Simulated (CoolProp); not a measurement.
The fluid at 307.98 K and 0.0181 MPa expands adiabatically to 0.0037 MPa with isentropic efficiency 0.85. The same conditions are run with several fluids, on thermodynamics alone (safety and materials aside).

The numbers come from the reference Helmholtz-energy equation of state of each fluid (tetrahydrofuran: Fiedler 2023; CF4 (R14): Platzer 1990; hydrogen sulfide: Lemmon 2006; n-hexane: Thol 2019; sulfur hexafluoride: Guder 2009) in CoolProp. The equations of Platzer and Polt are older, rougher fits.

```json
[
 {"fluid": "tetrahydrofuran", "work (kJ/kg)": "___", "final temperature (K)": "264.1", "final density (kg/m³)": "0.122"},
 {"fluid": "CF4 (R14)", "work (kJ/kg)": "35.2", "final temperature (K)": "___", "final density (kg/m³)": "___"},
 {"fluid": "hydrogen sulfide", "work (kJ/kg)": "83.9", "final temperature (K)": "___", "final density (kg/m³)": "___"},
 {"fluid": "n-hexane", "work (kJ/kg)": "38.0", "final temperature (K)": "___", "final density (kg/m³)": "0.135"},
 {"fluid": "sulfur hexafluoride", "work (kJ/kg)": "22.1", "final temperature (K)": "___", "final density (kg/m³)": "0.237"}
]
```

Question: What belongs in the gaps?

Answer: 
- tetrahydrofuran, work (kJ/kg): 43.8
- CF4 (R14), final temperature (K): 255.3
- CF4 (R14), final density (kg/m³): 0.153
- hydrogen sulfide, final temperature (K): 223.3
- hydrogen sulfide, final density (kg/m³): 0.0680
- n-hexane, final temperature (K): 284.3
- sulfur hexafluoride, final temperature (K): 274.0
